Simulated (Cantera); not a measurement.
Input: 1 mol C2F6, a varied amount of F2, at 477 °C and 10.0 mbar.

Cantera equilibrium calculation (NASA polynomials, part measured and part estimated; ideal gas, pure solids and liquids). Candidate condensed phases: C; 13 gas species. The feed counts by its element totals alone. Condensed phases not in the tables: fluorocarbon polymer. Gases not in the tables: C2F6 and larger saturated fluorocarbons. Rates play no part.

x: gas mole fraction; n: condensed amount in mol.

```json
[
 {"n(F2) (mol)": "0.023", "x CF4": "1.00", "x F2": "<1e-12", "x F": "<1e-12", "n C(graphite)": "0.488"},
 {"n(F2) (mol)": "0.035", "x CF4": "1.00", "x F2": "<1e-12", "x F": "<1e-12", "n C(graphite)": "0.482"},
 {"n(F2) (mol)": "0.052", "x CF4": "1.00", "x F2": "<1e-12", "x F": "<1e-12", "n C(graphite)": "0.474"},
 {"n(F2) (mol)": "0.078", "x CF4": "1.00", "x F2": "<1e-12", "x F": "<1e-12", "n C(graphite)": "0.461"},
 {"n(F2) (mol)": "0.12", "x CF4": "1.00", "x F2": "<1e-12", "x F": "<1e-12", "n C(graphite)": "0.440"},
 {"n(F2) (mol)": "0.17", "x CF4": "1.00", "x F2": "<1e-12", "x F": "<1e-12", "n C(graphite)": "0.415"},
 {"n(F2) (mol)": "0.26", "x CF4": "1.00", "x F2": "<1e-12", "x F": "<1e-12", "n C(graphite)": "?"},
 {"n(F2) (mol)": "0.38", "x CF4": "1.00", "x F2": "<1e-12", "x F": "<1e-12", "n C(graphite)": "?"},
 {"n(F2) (mol)": "0.57", "x CF4": "1.00", "x F2": "<1e-12", "x F": "<1e-12", "n C(graphite)": "?"},
 {"n(F2) (mol)": "0.85", "x CF4": "1.00", "x F2": "<1e-12", "x F": "<1e-12", "n C(graphite)": "?"},
 {"n(F2) (mol)": "1.3", "x CF4": "0.864", "x F2": "0.123", "x F": "0.0129", "n C(graphite)": "?"}
]
```

### Question
What belongs in the gaps?

### Answer

- 0.26, n C(graphite): 0.370
- 0.38, n C(graphite): 0.310
- 0.57, n C(graphite): 0.215
- 0.85, n C(graphite): 0.0750
- 1.3, n C(graphite): 0
